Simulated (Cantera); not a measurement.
Cantera run:

```python
import numpy as np
import cantera as ct

gas_names = """
    CL CL2 N N2 Si SiCL SiCL2 SiCL3 SiCL4 SiN Si2 Si2N Si3
""".split()
cond_names = """
    Si(cr) Si(L) Si3N4(a)
""".split()


# ... load() reads the species with a 1 bar reference pressure and builds the phases ...
atoms = {
    'Si': {'Si': 1},
    'Cl2': {'CL': 2},
    'N2': {'N': 2},
}
top_T = {'Si3N4(a)': 2400}  # K; cautious upper limits of use, not melting points


# ... equilibrate(T, P, feed) seeds the gas with the atoms and calls Mixture.equilibrate('TP', solver="vcs", rtol=1e-11, max_steps=5000) ...
results = []
P = 700  # Pa
for T in [948, 998, 1048, 1098, 1148, 1198, 1248, 1298, 1348, 1398, 1448, 1498]:
    for m in [0.84, 1, 1.2, 1.4, 1.7, 2, 2.4, 2.8, 3.4, 4, 4.7, 5.6]:
        feed = {'Si': 1, 'Cl2': m, 'N2': 0.72}  # mol
        mix = equilibrate(T, P, feed)
        results.append((T, P, feed, dict(zip(mix.species_names, mix.species_moles))))

for T, P, feed, n in results:
    print(f"{T:7g} {feed['Cl2']:10.4g}  " + (" + ".join(c for c in cond_names if n.get(c, 0) > 1e-12) or "gas only"))
```

It prints:

```
    948       0.84  Si3N4(a)
    948          1  Si3N4(a)
    948        1.2  Si3N4(a)
    948        1.4  Si3N4(a)
    948        1.7  Si3N4(a)
    948          2  gas only
    948        2.4  gas only
    948        2.8  gas only
    948        3.4  gas only
    948          4  gas only
    948        4.7  gas only
    948        5.6  gas only
    998       0.84  Si3N4(a)
    998          1  Si3N4(a)
    998        1.2  Si3N4(a)
    998        1.4  Si3N4(a)
    998        1.7  Si3N4(a)
    998          2  gas only
    998        2.4  gas only
    998        2.8  gas only
    998        3.4  gas only
    998          4  gas only
    998        4.7  gas only
    998        5.6  gas only
   1048       0.84  Si3N4(a)
   1048          1  Si3N4(a)
   1048        1.2  Si3N4(a)
   1048        1.4  Si3N4(a)
   1048        1.7  Si3N4(a)
   1048          2  gas only
   1048        2.4  gas only
   1048        2.8  gas only
   1048        3.4  gas only
   1048          4  gas only
   1048        4.7  gas only
   1048        5.6  gas only
   1098       0.84  Si3N4(a)
   1098          1  Si3N4(a)
   1098        1.2  Si3N4(a)
   1098        1.4  Si3N4(a)
   1098        1.7  Si3N4(a)
   1098          2  gas only
   1098        2.4  gas only
   1098        2.8  gas only
   1098        3.4  gas only
   1098          4  gas only
   1098        4.7  gas only
   1098        5.6  gas only
   1148       0.84  Si3N4(a)
   1148          1  Si3N4(a)
   1148        1.2  Si3N4(a)
   1148        1.4  Si3N4(a)
   1148        1.7  Si3N4(a)
   1148          2  gas only
   1148        2.4  gas only
   1148        2.8  gas only
   1148        3.4  gas only
   1148          4  gas only
   1148        4.7  gas only
   1148        5.6  gas only
   1198       0.84  Si3N4(a)
   1198          1  Si3N4(a)
   1198        1.2  Si3N4(a)
   1198        1.4  Si3N4(a)
   1198        1.7  Si3N4(a)
   1198          2  gas only
   1198        2.4  gas only
   1198        2.8  gas only
   1198        3.4  gas only
   1198          4  gas only
   1198        4.7  gas only
   1198        5.6  gas only
   1248       0.84  Si3N4(a)
   1248          1  Si3N4(a)
   1248        1.2  Si3N4(a)
   1248        1.4  Si3N4(a)
   1248        1.7  Si3N4(a)
   1248          2  gas only
   1248        2.4  gas only
   1248        2.8  gas only
   1248        3.4  gas only
   1248          4  gas only
   1248        4.7  gas only
   1248        5.6  gas only
   1298       0.84  Si3N4(a)
   1298          1  Si3N4(a)
   1298        1.2  Si3N4(a)
   1298        1.4  Si3N4(a)
   1298        1.7  Si3N4(a)
   1298          2  gas only
   1298        2.4  gas only
   1298        2.8  gas only
   1298        3.4  gas only
   1298          4  gas only
   1298        4.7  gas only
   1298        5.6  gas only
   1348       0.84  Si3N4(a)
   1348          1  Si3N4(a)
   1348        1.2  Si3N4(a)
   1348        1.4  Si3N4(a)
   1348        1.7  Si3N4(a)
   1348          2  gas only
   1348        2.4  gas only
   1348        2.8  gas only
   1348        3.4  gas only
   1348          4  gas only
   1348        4.7  gas only
   1348        5.6  gas only
   1398       0.84  Si3N4(a)
   1398          1  Si3N4(a)
   1398        1.2  Si3N4(a)
   1398        1.4  Si3N4(a)
   1398        1.7  gas only
   1398          2  gas only
   1398        2.4  gas only
   1398        2.8  gas only
   1398        3.4  gas only
   1398          4  gas only
   1398        4.7  gas only
   1398        5.6  gas only
   1448       0.84  Si3N4(a)
   1448          1  Si3N4(a)
   1448        1.2  Si3N4(a)
   1448        1.4  Si3N4(a)
   1448        1.7  gas only
   1448          2  gas only
   1448        2.4  gas only
   1448        2.8  gas only
   1448        3.4  gas only
   1448          4  gas only
   1448        4.7  gas only
   1448        5.6  gas only
   1498       0.84  Si3N4(a)
   1498          1  Si3N4(a)
   1498        1.2  Si3N4(a)
   1498        1.4  gas only
   1498        1.7  gas only
   1498          2  gas only
   1498        2.4  gas only
   1498        2.8  gas only
   1498        3.4  gas only
   1498          4  gas only
   1498        4.7  gas only
   1498        5.6  gas only
```

These are equilibrium values from Cantera (NASA tables, ideal gas, pure condensed phases), not measurements of a reactor. N2 is the only nitrogen source here; it is nearly inert below about 1500 K, so the nitride shown seldom forms there in practice. The tables' values for SiCl3 are old estimates.
